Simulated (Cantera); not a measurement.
Input (Python, Cantera) and output of one run.

```python
import numpy as np
import cantera as ct

gas_names = """
    B BCL BCL2 BCL3 BN B2 CL CL2 N N2
""".split()
cond_names = """
    B(b) B(L) BN(s)
""".split()


def load(file, names, dense=False):
    # The tables refer to 1 bar. Condensed volumes are neglected.
    table = {s.name: s for s in ct.Species.list_from_file(file)}
    out = []
    for n in names:
        d = dict(table[n].input_data)
        d["thermo"] = dict(d["thermo"], **{"reference-pressure": 1e5})
        if dense:
            d["equation-of-state"] = {"model": "constant-volume", "density": "1e6 g/cm^3"}
        out.append(ct.Species.from_dict(d))
    return out


gas = ct.Solution(thermo="ideal-gas", species=load("nasa_gas.yaml", gas_names))
cond = {s.name: ct.Solution(thermo="fixed-stoichiometry", species=[s], name=s.name)
        for s in load("nasa_condensed.yaml", cond_names, dense=True)}
atoms = {
    'BN': {'B': 1, 'N': 1},
    'Cl2': {'CL': 2},
    'N2': {'N': 2},
}
top_T = {'BN(s)': 3200}  # K; cautious upper limits of use, not melting points


def equilibrate(T, P, feed):
    n = {}
    for name, mol in feed.items():
        for a, k in atoms[name].items():
            n[a] = n.get(a, 0.0) + k * mol
    gas.TPX = T, P, n
    mass = sum(n.values()) * gas.mean_molecular_weight
    gas.equilibrate("TP")
    valid = [c for c in cond.values() if c.min_temp <= T <= top_T.get(c.name, c.max_temp)]
    mix = ct.Mixture([(gas, mass / gas.mean_molecular_weight)] + [(c, 0.0) for c in valid])
    mix.T, mix.P = T, P
    mix.equilibrate("TP", solver="vcs", rtol=1e-11, max_steps=5000)
    return mix


results = []
feed = {'BN': 1, 'Cl2': 42, 'N2': 1.6}  # mol
P = 270  # Pa
for T in [873, 973, 1073, 1173, 1273, 1373, 1473, 1573]:
    mix = equilibrate(T, P, feed)
    results.append((T, P, feed, dict(zip(mix.species_names, mix.species_moles))))
    x = sorted(zip(gas.X, gas.species_names), reverse=True)
    print(f"T = {T:g} K  P = {P:g} Pa  gas = {mix.phase_moles(0):.4g} mol")
    print("   x: " + "  ".join(f"{s} {v:.3e}" for v, s in x if v > 1e-06))
    print("   condensed (mol): " + ("  ".join(f"{mix.phase(i).name} {mix.phase_moles(i):.4g}"
          for i in range(1, mix.n_phases) if mix.phase_moles(i) > 1e-12) or "none"))
```

Result:

```
T = 873 K  P = 270 Pa  gas = 43.62 mol
   x: CL2 9.281e-01  N2 4.815e-02  BCL3 2.293e-02  CL 8.213e-04
   condensed (mol): none
T = 973 K  P = 270 Pa  gas = 43.7 mol
   x: CL2 9.243e-01  N2 4.805e-02  BCL3 2.288e-02  CL 4.747e-03
   condensed (mol): none
T = 1073 K  P = 270 Pa  gas = 44.03 mol
   x: CL2 9.099e-01  N2 4.769e-02  BCL3 2.271e-02  CL 1.974e-02
   condensed (mol): none
T = 1173 K  P = 270 Pa  gas = 45.03 mol
   x: CL2 8.677e-01  CL 6.350e-02  N2 4.664e-02  BCL3 2.221e-02
   condensed (mol): none
T = 1273 K  P = 270 Pa  gas = 47.49 mol
   x: CL2 7.708e-01  CL 1.639e-01  N2 4.422e-02  BCL3 2.106e-02
   condensed (mol): none
T = 1373 K  P = 270 Pa  gas = 52.61 mol
   x: CL2 5.987e-01  CL 3.424e-01  N2 3.992e-02  BCL3 1.901e-02
   condensed (mol): none
T = 1473 K  P = 270 Pa  gas = 61.11 mol
   x: CL 5.731e-01  CL2 3.762e-01  N2 3.436e-02  BCL3 1.636e-02
   condensed (mol): none
T = 1573 K  P = 270 Pa  gas = 71 mol
   x: CL 7.718e-01  CL2 1.845e-01  N2 2.958e-02  BCL3 1.408e-02
   condensed (mol): none
```

Equilibrium computed with Cantera from the NASA thermochemical tables; the gas is ideal and each condensed phase is pure.
